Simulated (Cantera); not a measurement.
Cantera run:

```python
import numpy as np
import cantera as ct

gas_names = """
    CL CL2 H HCL H2 N NH NH2 NH3 N2 N2H2 N2H4 Si SiCL SiCL2 SiCL3 SiCL4 SiH SiHCL3 SiH2 SiH2CL2 SiH3
    SiH3CL SiH4 SiN Si2 Si2N Si3
""".split()
cond_names = """
    NH4CL(a) NH4CL(b) Si(cr) Si(L) Si3N4(a)
""".split()


def load(file, names, dense=False):
    # The tables refer to 1 bar. Condensed volumes are neglected.
    table = {s.name: s for s in ct.Species.list_from_file(file)}
    out = []
    for n in names:
        d = dict(table[n].input_data)
        d["thermo"] = dict(d["thermo"], **{"reference-pressure": 1e5})
        if dense:
            d["equation-of-state"] = {"model": "constant-volume", "density": "1e6 g/cm^3"}
        out.append(ct.Species.from_dict(d))
    return out


gas = ct.Solution(thermo="ideal-gas", species=load("nasa_gas.yaml", gas_names))
cond = {s.name: ct.Solution(thermo="fixed-stoichiometry", species=[s], name=s.name)
        for s in load("nasa_condensed.yaml", cond_names, dense=True)}
atoms = {
    'SiHCl3': {'Si': 1, 'H': 1, 'CL': 3},
    'NH3': {'N': 1, 'H': 3},
}
top_T = {'Si3N4(a)': 2400}  # K; cautious upper limits of use, not melting points


def equilibrate(T, P, feed):
    n = {}
    for name, mol in feed.items():
        for a, k in atoms[name].items():
            n[a] = n.get(a, 0.0) + k * mol
    gas.TPX = T, P, n
    mass = sum(n.values()) * gas.mean_molecular_weight
    gas.equilibrate("TP")
    valid = [c for c in cond.values() if c.min_temp <= T <= top_T.get(c.name, c.max_temp)]
    mix = ct.Mixture([(gas, mass / gas.mean_molecular_weight)] + [(c, 0.0) for c in valid])
    mix.T, mix.P = T, P
    mix.equilibrate("TP", solver="vcs", rtol=1e-11, max_steps=5000)
    return mix


results = []
feed = {'SiHCl3': 1, 'NH3': 33}  # mol
T = 1850  # K
P = 1000  # Pa
mix = equilibrate(T, P, feed)
results.append((T, P, feed, dict(zip(mix.species_names, mix.species_moles))))
print(gas.report(threshold=0.0001))
for i in range(1, mix.n_phases):
    print(f"{mix.phase(i).name:16s} {mix.phase_moles(i):12.5e} mol")
```

Result:

```
       temperature   1850 K
          pressure   1000 Pa
           density   0.00064836 kg/m^3
  mean mol. weight   9.9729 kg/kmol
   phase of matter   gas

                          1 kg             1 kmol
                     ---------------   ---------------
          enthalpy        4.6298e+06        4.6173e+07  J
   internal energy        3.0874e+06        3.0791e+07  J
           entropy             24924        2.4856e+05  J/K
    Gibbs function       -4.1479e+07       -4.1366e+08  J
 heat capacity c_p            3436.3             34270  J/K
 heat capacity c_v            2602.6             25955  J/K

                      mass frac. Y      mole frac. X     chem. pot. / RT
                     ---------------   ---------------   ---------------
                CL        0.00058861        0.00016559           -27.951
                 H        0.00045995         0.0045507           -12.089
               HCL           0.12491          0.034169            -40.04
                H2           0.14425           0.71357           -24.178
                N2           0.67942           0.24187           -32.705
                Si          0.001816        0.00064486           -5.4331
              SiCL         0.0010779         0.0001692           -33.384
             SiCL2          0.046904         0.0047257           -61.335
     [  +20 minor]        0.00057297        0.00012854

Si(L)             6.11639e-01 mol
Si3N4(a)          0.00000e+00 mol
```

Method: chemical equilibrium by Gibbs-energy minimisation in Cantera with the NASA 1993 tables (ideal gas, pure condensed phases). The tables' values for SiCl, SiN are old estimates; treat these amounts as uncertain. Gases not in the tables: Si2H6 and higher silanes.
